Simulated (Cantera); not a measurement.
A diamond (100) surface in a fixed gas of H2 with x(CH4) = 0.012, x(H) = 0.014, x(CH3) = 0.00014, 0.0444 atm; coverages are run to steady state.

Cantera simulation using the Harris–Goodwin 1993 mechanism for the reconstructed diamond (100) surface; the numbers are that mechanism's predictions, not measurements.

One state of this run: growth (µm/h) = 3.58; θ c6HH = 0.438; θ c6H* = 0.0385; θ c6*H = 0.491; θ c6** = 0.0305; θ c6HM = 0.00126. θ: site fractions in the mechanism's names (c6HH fully hydrogenated, c6H* and c6*H radical sites, c6** diradical, c6HM methylated).

Task: Which value of T (K) does it belong to?
(A) 1050
(B) 1275
(C) 1350
(D) 1200

Result: D, 1200
